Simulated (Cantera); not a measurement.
Gas mixture: 100 % CH3OH, at 1.01 bar, frozen composition.

Cantera's kinetic-theory transport with the Lennard-Jones parameters of GRI-Mech 3.0, ideal gas; thermal conductivity in the mixture-averaged form. Polar gases are described roughly by these parameters. The composition is frozen, though it would react at the higher temperatures.

D: mixture-averaged diffusion coefficient of that species in the mixture.

| T (K) | ρ (kg/m³) | cp (J/kg/K) | μ (µPa s) | λ (mW/m/K) | Pr | D (cm²/s) CH3 | D (cm²/s) N2 | D (cm²/s) NH3 |
|---|---|---|---|---|---|---|---|---|
| 400 | 0.976 | 1604 | 13.1 | 28.2 | 0.745 | 0.283 | ___ | 0.263 |
| 550 | 0.710 | 1983 | 18.1 | 48.2 | 0.744 | 0.513 | ___ | 0.497 |
| 700 | 0.558 | 2314 | 22.8 | 70.5 | 0.748 | 0.794 | ___ | 0.794 |
| 850 | 0.459 | 2568 | 27.2 | 93.6 | 0.746 | 1.12 | ___ | 1.15 |
| 1000 | 0.390 | 2798 | 31.3 | 117 | 0.751 | 1.49 | ___ | 1.55 |
| 1150 | 0.340 | 2978 | 35.2 | 139 | 0.751 | 1.90 | ___ | 2.00 |
| 1300 | 0.300 | 3128 | 38.8 | 161 | 0.752 | 2.34 | ___ | 2.49 |
| 1450 | 0.269 | 3253 | 42.2 | 183 | 0.751 | 2.82 | ___ | 3.03 |

Problem. Some entries are withheld; supply them.

Solution. 
- 400, D (cm²/s) N2: 0.265
- 550, D (cm²/s) N2: 0.474
- 700, D (cm²/s) N2: 0.728
- 850, D (cm²/s) N2: 1.02
- 1000, D (cm²/s) N2: 1.35
- 1150, D (cm²/s) N2: 1.72
- 1300, D (cm²/s) N2: 2.11
- 1450, D (cm²/s) N2: 2.54
